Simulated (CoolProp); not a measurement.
Saturation properties of ethylene.

Model: reference Helmholtz-energy equation of state, Smukala 2000, in CoolProp.

```
T (K)  p (MPa)  liquid cp (kJ/(kg K))  surface tension (mN/m)
-----  -------  ---------------------  ----------------------
223.3    1.067                  2.741                    7.65
226.8    1.194                  2.790                    7.12
230.2    1.328                  2.843                    6.61
233.6    1.472                  2.904                    6.11
237      1.627                  2.973                    5.61
240.5    1.798                  3.056                    5.11
243.9    1.977                  3.149                    4.63
247.3    2.168                  3.260                    4.15
250.7    2.373                  3.392                    3.69
254.2    2.597                  3.560                    3.21
```

It boils at 169.4 K under 1 atm.

Surface tension comes from a separate correlation (Mulero 2012).
